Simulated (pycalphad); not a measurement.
Source of the numbers: pycalphad with the COST 507 light-alloy database (1999); pressure 1 atm. No gas phase is included, though pure Mg would boil below 1650 K. The data set is of 1999 and partly superseded. Diffusion is slow at the low end, where real alloys seldom reach equilibrium.

Molar enthalpy of Mg-0.8396Al-2.955Si (wt.%) in equilibrium (SER reference):

```
T (K)  H (kJ/mol)          phases
-----  ----------  --------------
1650        50.49          liquid
1570        47.76          liquid
1490        45.03          liquid
1410        42.30          liquid
1330        39.57          liquid
1250        36.84          liquid
1170        34.11          liquid
1090        31.39          liquid
1050        30.02          liquid
1010        28.66          liquid
930         25.12  liquid + MG2SI
890         14.92     hcp + MG2SI
850         13.68     hcp + MG2SI
770         11.25     hcp + MG2SI
690          8.91     hcp + MG2SI
610          6.63     hcp + MG2SI
530          4.43     hcp + MG2SI
450          2.28     hcp + MG2SI
370          0.20     hcp + MG2SI
```

Cooling from 1010 K to 890 K, across the freezing range, releases 13.7 kJ/mol, or 563 J/g. The slope is 34 J/(mol K) in the liquid and 31 J/(mol K) just below the solidus, where it includes any heat of precipitation. Liquidus 978 K, solidus 896 K. Changes were sought between steps of 40 K, so a narrower field can be missed.

Database names, with the compositions (at.%) that they take in these runs: MG2SI: Mg 67 Si 33.
